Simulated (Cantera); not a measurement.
Feed: 1 mol KCl, 1 mol H₂O, 42 mol H₂, equilibrated at 133 Pa.

Cantera equilibrium calculation (NASA polynomials, part measured and part estimated; ideal gas, pure solids and liquids). Candidate condensed phases: H₂O, K, KCl, KOH, KO₂, K₂O, K₂O₂; 22 gas species. Equilibrium is a limit: real reactors are often held back by kinetics, nucleation or transport.

### Question
Which condensed phases are stable at each of these points (T (°C)): 327, 427, 527, 627, 727, 827, 927, 1027?

### Answer
```tsv
T (°C)	condensed phases	K condensed (%)
327	KCl(s)	100.0
427	KCl(s)	100.0
527	KCl(s)	99.0
627	KCl(s)	58.8
727	gas only	0.0
827	gas only	0.0
927	gas only	0.0
1027	gas only	0.0
```

From 327 °C to 627 °C the condensed part is KCl(s). From 727 °C to 1027 °C nothing is condensed.
